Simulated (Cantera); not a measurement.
Charge: 1 mol SiC, 2.3 mol O2, 1.5 mol H2, held at 1525 K and 1 atm.

Equilibrium computed with Cantera from the NASA thermochemical tables; the gas is ideal and each condensed phase is pure. Candidate condensed phases: C, C6H6, C7H8, C8H18, H2O, Si, SiC, SiO2; 123 gas species. The tables hold silica as quartz up to 1696 K and as liquid above; real silica turns to tridymite and cristobalite and melts near 1996 K. Gases not in the tables: Si(OH)4. Kinetics and transport are ignored.

Base state: H2O 0.439, CO2 0.201, CO 0.199, H2 0.161 (mole fractions); condensed: SiO2(β-quartz).

Q: What changes in the equilibrium state with this change: temperature from 1525 K to 1048.15 K?

A: 
| species | before | after |
|---|---|---|
| H2O | 0.439 | 0.375 |
| CO2 | 0.201 | 0.265 |
| H2 | 0.161 | 0.225 |
| CO | 0.199 | 0.135 |
| CH4 | 6.39e-9 | 4.59e-5 |
| SiO2(β-quartz), mol | 1.00 | 1.00 |
